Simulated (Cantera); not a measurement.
## Ignition delay

Mixture: CH₄ : H₂ : O₂ : N₂ = 1 : 0.098 : 1.21 : 4.53 (molar parts), at 9.87 atm, adiabatic and at constant pressure. Ignition delay is the time to a rise of 400 K.

Computed with Cantera and GRI-Mech 3.0 (53 species, 325 reactions).

| T0 (K) | delay (ms) |
|---|---|
| 1075 | 5.88 |
| 1175 | 2.35 |
| 1275 | 1.03 |
| 1375 | 0.441 |
| 1475 | 0.187 |
| 1575 | 0.0809 |
| 1675 | 0.0366 |
| 1775 | 0.0177 |
| 1875 | 0.00923 |
| 1975 | 0.00521 |

* **apparent activation energy between 1775 and 1975 K**: 180 kJ/mol
